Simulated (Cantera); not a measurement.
What does this Cantera script print?

```python
import numpy as np
import cantera as ct

gas = ct.Solution("h2o2.yaml")


def delay(T, t_max=10):
    gas.TPX = T, 270000, {'H2': 1, 'O2': 0.294, 'N2': 1.11}
    reactor = ct.IdealGasConstPressureReactor(gas, clone=False)
    net = ct.ReactorNet([reactor])
    net.rtol, net.atol = 1e-8, 1e-16
    while net.time < t_max:
        t_old, T_old = net.time, reactor.T
        net.step()
        if reactor.T > T + 400:  # ignition: a rise of 400 K
            return t_old + (T + 400 - T_old) / (reactor.T - T_old) * (net.time - t_old)
    return np.nan


taus = []
for T in [1000, 1050, 1100, 1150, 1200, 1250]:
    taus.append(delay(T))
    print(f"T0 = {T:6g} K   tau = {taus[-1]:.4e} s")

# d ln(tau) / d ln(k), from doubling and halving each rate constant
T, sens = 1250, []
for i in range(gas.n_reactions):
    gas.set_multiplier(2.0, i)
    up = delay(T)
    gas.set_multiplier(0.5, i)
    down = delay(T)
    gas.set_multiplier(1.0, i)
    sens.append((np.log(up / down) / np.log(4.0), gas.reaction(i).equation))
sens.sort(key=lambda x: -abs(x[0]))
print(f"sensitivities at {T} K")
for s, eq in sens[:10]:
    print(f"{s:8.3f}  {eq}")
```

Output:

```
T0 =   1000 K   tau = 7.6064e-03 s
T0 =   1050 K   tau = 7.8931e-04 s
T0 =   1100 K   tau = 7.5667e-05 s
T0 =   1150 K   tau = 3.4616e-05 s
T0 =   1200 K   tau = 2.1908e-05 s
T0 =   1250 K   tau = 1.5633e-05 s
sensitivities at 1250 K
  -0.964  H + O2 <=> O + OH
   0.128  H + O2 + M <=> HO2 + M
  -0.120  H2 + O <=> H + OH
   0.085  H + O2 + N2 <=> HO2 + N2
  -0.051  H2 + OH <=> H + H2O
  -0.042  H + HO2 <=> H2 + O2
  -0.037  H + HO2 <=> 2 OH
   0.018  H + O2 + O2 <=> HO2 + O2
  -0.014  H + O2 + H2O <=> HO2 + H2O
  -0.003  H + H2O2 <=> H2 + HO2
```

Computed with Cantera and the H2/O2 subset of GRI-Mech 3.0, which has no nitrogen chemistry. The hydrogen kinetics of GRI-Mech 3.0 are dated; newer H2 mechanisms differ, most at raised pressure.
